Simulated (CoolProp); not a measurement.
A single-stage vapour-compression cycle with tetrahydrofuran: evaporating at 318.15 K (dew point), condensing at 385.15 K (bubble point), superheat 10 K, subcooling 0 K, compressor efficiency 0.9, no pressure losses. Each further row changes one setting.

Model: reference Helmholtz-energy equation of state, Fiedler 2023, in CoolProp.

```tsv
case	cooling COP	pressure ratio	discharge temperature (K)	refrigerating effect (kJ/kg)	volumetric capacity (kJ/m³)
as stated	3.47	7.55	401.1	313	410
evaporating temperature 323.15 K	3.87	6.27	399.7	319	496
condensing temperature 380.15 K	3.83	6.67	396.6	324	423
subcooling 5 K	3.58	7.55	401.1	324	423
superheat 20 K	3.50	7.55	410.7	325	413
compressor efficiency 0.8	3.08	7.55	408.4	313	410
```
